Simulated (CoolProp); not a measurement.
Computed with CoolProp (reference Helmholtz-energy equation of state, Leachman 2009).

Q: For normal hydrogen, give the phase and the cp (kJ/(kg K)), viscosity (µPa s), conductivity (mW/(m K)) at 32.1 K and 1.5 MPa; 115.3 K and 1.5 MPa; 198.6 K and 1.5 MPa.

A: 
- 32.1 K and 1.5 MPa: liquid; cp 27.0, viscosity 5.98, conductivity 93.4
- 115.3 K and 1.5 MPa: supercritical; cp 12.0, viscosity 4.64, conductivity 81.7
- 198.6 K and 1.5 MPa: supercritical; cp 13.6, viscosity 6.74, conductivity 134

Viscosity comes from a separate model (Muzny 2013). Thermal conductivity comes from a separate model (Assael 2011).
